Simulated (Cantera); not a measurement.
Charge: 1 mol Si3N4, a varied amount of O2, 0.74 mol H2, equilibrated at 948 K and 28.0 mbar.

Method: chemical equilibrium by Gibbs-energy minimisation in Cantera with the NASA 1993 tables (ideal gas, pure condensed phases). Candidate condensed phases: H2O, Si, SiO2, Si2N2O, Si3N4; 35 gas species. Equilibrium is a limit: real reactors are often held back by kinetics, nucleation or transport.

x: gas mole fraction; n: condensed amount in mol.

```
n(O2) (mol)      x H2   x N2    x O2     x H2O     x NO    x NH3    x NO2  n Si2N2O(s)  n Si3N4(s)  n SiO2(β-quartz)
-----------  --------  -----  ------  --------  -------  -------  -------  -----------  ----------  ----------------
0.15            0.881  0.119  <1e-12  2.34e-12   <1e-12      ___   <1e-12        0.300       0.800                 0
0.27            0.804  0.196  <1e-12  2.52e-12   <1e-12  7.48e-6   <1e-12        0.540       0.640                 0
0.49            0.694  0.306  <1e-12  2.52e-12   <1e-12  7.49e-6   <1e-12        0.980       0.347                 0
0.87            0.561  0.439  <1e-12   1.47e-5   <1e-12      ___   <1e-12         1.42           0             0.160
1.6             0.410  0.590  <1e-12   1.18e-5   <1e-12      ___   <1e-12        0.933           0              1.13
2.8             0.284  0.716  <1e-12   8.74e-6   <1e-12      ___   <1e-12        0.133           0              2.73
5            2.83e-11  0.458   0.373     0.169  1.74e-5   <1e-12  3.07e-7            0           0              3.00
```

Q: Some entries are withheld; supply them.

A: 
- 0.15, x NH3: 6.68e-6
- 0.87, x NH3: 6.52e-6
- 1.6, x NH3: 4.72e-6
- 2.8, x NH3: 3.00e-6
